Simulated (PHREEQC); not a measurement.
Na2SO4 is added in steps, without added water, to 1 kg of water holding 0.019 mol/kgw PbCl2, 0.007 mol/kgw KBr and 0.00092 mol/kgw Cu(NO3)2, at 80 °C. Oxygen alone is held at its pressure in air (log pO2 = -0.68). CO2 from the air is kept out. The run lets Cu(OH)2, Brochantite, Antlerite, Atacamite, Cu2(OH)3NO3, Litharge, Anglesite, Cotunnite, Laurionite, PbBr2, Larnakite, Halite, Mirabilite, Chalcanthite precipitate or redissolve, and no other solid.

Base run: PHREEQC, ion-association model, wateq4f.dat. Each further column changes one thing. The table gives pH.

| Na2SO4 added (mol) | base | diluted 5-fold with water | KBr left out |
|---|---|---|---|
| 0 | 4.62 | (withheld) | 4.61 |
| 0.0019 | 4.56 | 4.83 | 4.52 |
| 0.00285 | 4.57 | (withheld) | 4.54 |
| 0.00475 | 4.60 | 5.16 | 4.57 |
| 0.00665 | 4.62 | 5.22 | 4.61 |
| 0.0076 | 4.62 | 5.24 | 4.61 |
| 0.0095 | 4.62 | (withheld) | 4.61 |
| 0.0114 | 4.62 | 5.31 | 4.61 |
| 0.01235 | 4.62 | 5.32 | 4.61 |
| 0.01425 | 4.61 | 5.34 | 4.60 |
| 0.01615 | 4.62 | 5.36 | 4.60 |
| 0.0171 | 4.62 | 5.37 | 4.61 |
| 0.019 | 4.62 | (withheld) | 4.61 |

Question: Complete the blanks.

Answer: 
- 0, diluted 5-fold with water: 5.14
- 0.00285, diluted 5-fold with water: 4.96
- 0.0095, diluted 5-fold with water: 5.28
- 0.019, diluted 5-fold with water: 5.39

Away from 25 °C the constants follow the database's enthalpies or fits; those with neither stay at their 25 °C values. Solids allowed in the column 'KBr left out': Cu(OH)2, Brochantite, Antlerite, Atacamite, Cu2(OH)3NO3, Litharge, Anglesite, Cotunnite, Laurionite, Larnakite, Halite, Mirabilite, Chalcanthite.
